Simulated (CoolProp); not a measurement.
Saturation properties of ethanol.

Values from CoolProp's reference Helmholtz-energy equation of state, Schroeder 2014.

```tsv
T (K)	p (MPa)	enthalpy of vaporisation (kJ/kg)	vapour Z	liquid viscosity (µPa s)	liquid conductivity (mW/(m K))
272.3	0.001508	946.7	0.9983	1850	169
281.2	0.002771	938.2	0.9974	1530	167
290.2	0.004913	929.1	0.9960	1270	165
299.2	0.008377	919.5	0.9942	1060	163
308.2	0.01379	909.4	0.9917	895	162
317.2	0.02197	898.6	0.9885	763	160
326.2	0.03399	887.0	0.9845	654	158
335.2	0.05119	874.6	0.9794	565	157
344.2	0.07521	861.3	0.9734	492	155
353.2	0.1080	846.9	0.9661	430	154
362.2	0.1519	831.4	0.9575	378	153
371.1	0.2089	814.9	0.9477	334	151
380.1	0.2831	796.9	0.9364	296	150
389.1	0.3774	777.4	0.9235	263	148
398.1	0.4954	756.3	0.9089	234	147
```

It boils at 351.6 K under 1 atm.

Viscosity comes from a separate model (Kiselev 2005). Thermal conductivity comes from a separate model (Assael 2013).
